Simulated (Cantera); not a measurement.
A Cantera script and its output.

```python
import numpy as np
import cantera as ct

gas = ct.Solution("h2o2.yaml")
gas.TPX = 350, 101325, {'H2': 1, 'O2': 0.725, 'N2': 2.72, 'H2O': 0.21}
inlet = ct.Reservoir(gas, clone=True)
gas.equilibrate("HP")  # start burning
reactor = ct.IdealGasConstPressureReactor(gas, energy="on", clone=False)
exhaust = ct.Reservoir(gas, clone=True)
tau = [0.29, 0.13, 0.061, 0.028, 0.013, 0.0061, 0.0028, 0.0013, 0.0006, 0.00028, 0.00013, 6e-05][0]
for a, b in ((inlet, reactor), (reactor, exhaust)):
    ct.MassFlowController(a, b, mdot=lambda t: reactor.mass / tau)
net = ct.ReactorNet([reactor])
show = ['H2', 'O2', 'H2O', 'HO2', 'O', 'H']

rows = []
print(f"{'tau/s':>10s}{'T/K':>9s}" + "".join(f"{s:>11s}" for s in show))
for tau in [0.29, 0.13, 0.061, 0.028, 0.013, 0.0061, 0.0028, 0.0013, 0.0006, 0.00028, 0.00013, 6e-05]:
    net.initial_time = 0.0
    net.advance(30 * tau)
    before = gas.X
    net.advance(40 * tau)
    drift = np.max(np.abs(gas.X - before) / (gas.X + 1e-9))
    rows.append([gas.T, *gas[show].X, drift])
    print(f"{tau:10.3e}{gas.T:9.1f}" + "".join(f"{x:11.3e}" for x in gas[show].X))
```

Result:

```
     tau/s      T/K         H2         O2        H2O        HO2          O          H
 2.900e-01   1955.1  3.560e-04  5.365e-02  2.895e-01  1.620e-06  1.449e-04  2.999e-05
 1.300e-01   1953.0  4.627e-04  5.361e-02  2.892e-01  1.815e-06  1.835e-04  4.347e-05
 6.100e-02   1949.4  6.539e-04  5.355e-02  2.887e-01  2.194e-06  2.542e-04  7.188e-05
 2.800e-02   1943.2  1.005e-03  5.349e-02  2.878e-01  2.934e-06  3.861e-04  1.361e-04
 1.300e-02   1933.3  1.595e-03  5.345e-02  2.865e-01  4.223e-06  6.109e-04  2.732e-04
 6.100e-03   1918.3  2.541e-03  5.348e-02  2.846e-01  6.309e-06  9.761e-04  5.571e-04
 2.800e-03   1894.4  4.069e-03  5.368e-02  2.816e-01  9.643e-06  1.575e-03  1.157e-03
 1.300e-03   1858.8  6.315e-03  5.416e-02  2.773e-01  1.446e-05  2.471e-03  2.319e-03
 6.000e-04   1806.2  9.472e-03  5.513e-02  2.713e-01  2.109e-05  3.750e-03  4.479e-03
 2.800e-04   1733.9  1.352e-02  5.677e-02  2.635e-01  2.945e-05  5.357e-03  8.068e-03
 1.300e-04   1638.1  1.867e-02  5.946e-02  2.535e-01  3.990e-05  7.100e-03  1.351e-02
 6.000e-05   1516.0  2.630e-02  6.418e-02  2.402e-01  5.405e-05  8.351e-03  2.050e-02
```

Cantera simulation using the H2/O2 subset of GRI-Mech 3.0, which has no nitrogen chemistry; the numbers are that mechanism's predictions, not measurements.
